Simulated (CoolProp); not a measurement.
R236EA at several states: Z from the reference equation and from simpler models built on Tc = 139.3 °C, pc = 3.414 MPa, ω = 0.368; each cubic takes its own stable root.

Computed with CoolProp (reference Helmholtz-energy equation of state, Rui 2013).

```csv
T (°C),p (MPa),phase,reference,Soave-Redlich-Kwong,Peng-Robinson
124.95,0.0108,gas,0.9988,0.9988,0.9987
130.05,3.55,liquid,0.1694,0.2087,0.1869
57.15,1.69,liquid,0.07069,0.07845,0.06922
```
